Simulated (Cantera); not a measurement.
An adiabatic, constant-pressure homogeneous reactor starts with CH₄ : O₂ : N₂ = 1 : 1.67 : 6.27 (molar parts), equivalence ratio 1.2, at 1023 K and 35000 Pa.

Detailed kinetics in Cantera: GRI-Mech 3.0 (53 species, 325 reactions).

x: mole fraction; the columns are a selection and need not sum to one.

```
t (s)     T (K)   x CH₄     x O₂    x C₂H₄    x H₂O₂       x H
--------  -----  ------  -------  --------  --------  --------
2.00e-6    1023   0.112    0.187    <1e-12    <1e-12    <1e-12
5.52e-6    1023   0.112    0.187    <1e-12    <1e-12    <1e-12
1.53e-5    1023   0.112    0.187    <1e-12    <1e-12    <1e-12
4.21e-5    1023   0.112    0.187    <1e-12    <1e-12    <1e-12
0.000116   1023   0.112    0.187    <1e-12  1.63e-12    <1e-12
0.000321   1023   0.112    0.187    <1e-12  1.23e-11    <1e-12
0.000887   1023   0.112    0.187    <1e-12  9.20e-11    <1e-12
0.00245    1023   0.112    0.187    <1e-12  6.60e-10    <1e-12
0.00676    1023   0.112    0.187  1.82e-12   4.30e-9  3.26e-12
0.0187     1023   0.112    0.187  6.72e-11   2.10e-8  1.78e-11
0.0516     1023   0.112    0.187   2.86e-9   4.38e-8  6.61e-11
0.142      1023   0.112    0.187   2.71e-8   5.62e-8  1.01e-10
0.393      1023   0.112    0.187   1.74e-7   1.21e-7  2.28e-10
1.09       1025   0.111    0.187       ___       ___       ___
3.00       2509  <1e-12  0.00397    <1e-12   4.68e-8   0.00763
```

Task: What belongs in the gaps?

Result: 
- 1.09, x C₂H₄: 2.60e-6
- 1.09, x H₂O₂: 5.22e-7
- 1.09, x H: 1.24e-9
